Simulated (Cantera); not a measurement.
Pb + O2 + H2 (iron carbonyl, mercury and lead vapours)

A closed system holds: 1 mol Pb, 0.16 mol O2, 0.32 mol H2, at 698 K and 1 atm.

Cantera equilibrium calculation (NASA polynomials, part measured and part estimated; ideal gas, pure solids and liquids). Candidate condensed phases: H2O, Pb, PbO, PbO2, Pb3O4; 12 gas species. Rates play no part.

x(H2O): 1.000
x(H2): 3.59e-5
n(Pb(l)): 1.000 mol
gas amount: 0.3200 mol
log10 activity of Pb3O4(s) (absent): -11.25
log10 activity of PbO2(s) (absent): -12.11
